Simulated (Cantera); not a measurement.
## Equilibrium for silicon carbide growth: CH3SiH3 + CH4 + H2

A closed system holds: 1 mol CH3SiH3, 0.29 mol CH4, 890 mol H2, held at 1300 °C and 10.0 mbar.

Equilibrium computed with Cantera from the NASA thermochemical tables; the gas is ideal and each condensed phase is pure. Candidate condensed phases: C, C6H6, C7H8, C8H18, Si, SiC; 87 gas species. The feed counts by its element totals alone. Equilibrium is a limit: real reactors are often held back by kinetics, nucleation or transport.

The x(H2) is 1.000 and the x(H) is 0.000406. The x(C2H2 (acetylene)) comes out as 2.06e-5. The x(CH4) comes out as 1.83e-5, the n(C(graphite)) is 0.237 mol and the n(SiC(s)) comes out as 1.000 mol. The gas amount comes out as 893.7 mol and the log10 activity of Si(s) (absent) comes out as -2.02.
